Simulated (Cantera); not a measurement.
Gas mixture: N2 : C2H4 = 0.13 : 0.96 (molar parts), at 6.42 atm, frozen composition.

Cantera's kinetic-theory transport with the Lennard-Jones parameters of GRI-Mech 3.0, ideal gas; thermal conductivity in the mixture-averaged form. The composition is frozen, though it would react at the higher temperatures.

One state of this run: ρ (kg/m³) = 3.13; cp (J/kg/K) = 2584; μ (µPa s) = 22.7; λ (mW/m/K) = 76.1; Pr = 0.771; D (cm²/s) CH4 = 0.126; D (cm²/s) O = 0.178; D (cm²/s) H2O = 0.136. D: mixture-averaged diffusion coefficient of that species in the mixture.

Question: Which value of T (K) does it belong to?
A) 700
B) 850
C) 1150
D) 1000

Answer: A, 700
